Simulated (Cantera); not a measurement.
A perfectly stirred reactor is fed with 43.1 % H₂, 12.0 % O₂, 44.9 % N₂, at 2.20 bar; it is adiabatic with a 450 K inlet, and is followed from long to short residence time, starting on the burning branch (τ in s: 0.35, 0.11, 0.032, 0.0099, 0.003, 0.00092, 0.00028, 8.6e-05, 2.6e-05).

Cantera simulation using GRI-Mech 3.0 (53 species, 325 reactions); the numbers are that mechanism's predictions, not measurements. The hydrogen kinetics of GRI-Mech 3.0 are dated; newer H2 mechanisms differ, most at raised pressure.

Question: Predict: blow-out, bracketed by the residence times tried; x(H₂) at τ = 0.350 s; x(O₂) at τ = 0.350 s; x(NO) at τ = 0.350 s; x(H₂O) at τ = 0.350 s; x(H₂) at τ = 3.00 ms; x(O₂) at τ = 3.00 ms; x(NO) at τ = 3.00 ms; x(H₂O) at τ = 3.00 ms.

Answer: 
```json
{
  "blow_out_bracketed_by_the_residence_times_tried": "burning at 26.0 µs, the shortest tried",
  "x(H₂) at τ = 0.350 s": "0.216",
  "x(O₂) at τ = 0.350 s": "5.83e-6",
  "x(NO) at τ = 0.350 s": "3.20e-5",
  "x(H₂O) at τ = 0.350 s": "0.272",
  "x(H₂) at τ = 3.00 ms": "0.213",
  "x(O₂) at τ = 3.00 ms": "0.000150",
  "x(NO) at τ = 3.00 ms": "1.93e-5",
  "x(H₂O) at τ = 3.00 ms": "0.269"
}
```
